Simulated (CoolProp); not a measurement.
Aqueous propylene glycol as a coolant, 57 % by mass, freezing at -43.9 °C, 1 atm.

Model: Melinder's fits for secondary coolants, in CoolProp.

```tsv
T (°C)	cp (kJ/(kg K))	conductivity (W/(m K))	viscosity (mPa s)	density (kg/m³)
-27.7	3.192	0.314	251	1069
-22.2	[?]	0.316	[?]	[?]
-16.7	3.239	0.319	[?]	1064
-11.2	[?]	0.321	58.0	1061
-5.6	3.287	0.323	38.0	1058
-0.1	3.311	0.325	26.0	[?]
5.4	3.335	0.327	18.3	1052
10.9	3.358	0.329	13.3	1048
16.4	3.382	0.331	[?]	1045
21.9	3.406	0.334	7.56	1041
27.4	3.430	0.336	[?]	1037
32.9	3.454	0.338	4.74	1033
```

**Question.** Some entries are withheld; supply them.

**Answer.** 
- -22.2, cp (kJ/(kg K)): 3.215
- -22.2, viscosity (mPa s): 148
- -22.2, density (kg/m³): 1066
- -16.7, viscosity (mPa s): 91.0
- -11.2, cp (kJ/(kg K)): 3.263
- -0.1, density (kg/m³): 1055
- 16.4, viscosity (mPa s): 9.89
- 27.4, viscosity (mPa s): 5.92
